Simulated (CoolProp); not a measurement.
Vapour-liquid equilibrium of ethanol (1) + n-hexane (2) at 438.3 K; x and y are mole fractions of (1).

Model: multi-fluid Helmholtz-energy mixture model, Schroeder 2014 and Thol 2019; pair parameters Bell 2016, in CoolProp.

```
x     bubble pressure, mixture model (MPa)  bubble pressure, Raoult's law (MPa)  y, mixture model  y, Raoult's law
----  ------------------------------------  -----------------------------------  ----------------  ---------------
0.05                                 1.171                                1.023             0.148            0.069
0.2                                  1.475                                1.086             0.362            0.262
0.35                                 1.609                                1.149             0.464            0.433
0.5                                    [?]                                1.211               [?]            0.586
0.65                                 1.669                                1.274             0.625            0.725
0.8                                  1.613                                1.337             0.741            0.850
0.95                                   [?]                                1.400             0.921            0.964
```

Question: Some entries are withheld; supply them.

Answer: 
- 0.5, bubble pressure, mixture model (MPa): 1.665
- 0.5, y, mixture model: 0.542
- 0.95, bubble pressure, mixture model (MPa): 1.480

The largest gap from Raoult's law is +40.0 % in bubble pressure, at x = 0.35. y crosses x between x = 0.5 and 0.65: the model has an azeotrope there.

Pair parameters are fitted to limited data, so mixtures are less certain than the pure fluids.
